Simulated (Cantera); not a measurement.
A perfectly stirred reactor is fed with 10.0 % C2H6, 90.0 % N2, at 4.05 Torr; it is held at 1850 K, and followed from long to short residence time.

Detailed kinetics in Cantera: GRI-Mech 3.0 (53 species, 325 reactions). GRI-Mech 3.0 stops at C3 and has no aromatics, soot or wall deposition, so with more carbon than oxygen in the feed, carbon stays in small species such as C2H2 where larger ones or solid carbon would form. Radical loss at walls, strong at low pressure, is not modelled.

One state of this run: x C2H6 = 0.00937; x CH3 = 0.0254; x H = 0.00242; x H2 = 0.0735; x CH4 = 0.0256; x HCN = 1.21e-5. x: mole fraction; the columns are a selection and need not sum to one.

Problem. Which value of τ (s) does it belong to?
(A) 6.1
(B) 1.3
(C) 0.0023
(D) 30

Solution. C, 0.0023
